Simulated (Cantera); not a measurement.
A closed system holds: 1 mol CH3F, 0.014 mol F2, held at 13.3 mbar.

Equilibrium computed with Cantera from the NASA thermochemical tables; the gas is ideal and each condensed phase is pure. Candidate condensed phases: C, C6H6, C7H8, C8H18; 110 gas species. Ions and electrons are included (thermal ionisation). Rates play no part. All values below are at 3500 K.

Base state: H 0.587, HF 0.162, F 0.0973, C 0.0622, C3 0.0477, C2 0.0191, H2 0.0132, CF 0.00755 (mole fractions); condensed: gas only.

**Question.** What changes in the equilibrium state with this change: pressure from 13.3 mbar to 1.33 mbar?

**Answer.** 
| species | before | after |
|---|---|---|
| H | 0.587 | 0.601 |
| F | 0.0973 | 0.183 |
| C | 0.0622 | 0.159 |
| HF | 0.162 | 0.0312 |
| H2 | 0.0132 | 0.00138 |
| C3 | 0.0477 | 0.00795 |
| C2 | 0.0191 | 0.0125 |
| C2H2 (acetylene) | 0.000220 | 1.51e-6 |
| C5 | 0.000249 | 2.71e-6 |
| C4 | 0.000155 | 6.59e-6 |
| C2H | 0.00309 | 0.000207 |
| CF2 | 2.55e-5 | 2.30e-6 |

**Question.** What changes in the equilibrium state with this change: pressure from 13.3 mbar to 0.133 bar?

**Answer.** 
| species | before | after |
|---|---|---|
| H | 0.587 | 0.463 |
| HF | 0.162 | 0.302 |
| H2 | 0.0132 | 0.0819 |
| F | 0.0973 | 0.0230 |
| C2H | 0.00309 | 0.0149 |
| C | 0.0622 | 0.0154 |
| C2 | 0.0191 | 0.0117 |
| C3 | 0.0477 | 0.0717 |
| C6H2 | 1.15e-8 | 1.62e-5 |
| C4H2 | 1.53e-6 | 0.000355 |
| C2H2 (vinylidene) | 1.85e-6 | 7.00e-5 |
| C2H2 (acetylene) | 0.000220 | 0.00835 |
| CH2 | 2.22e-6 | 3.41e-5 |
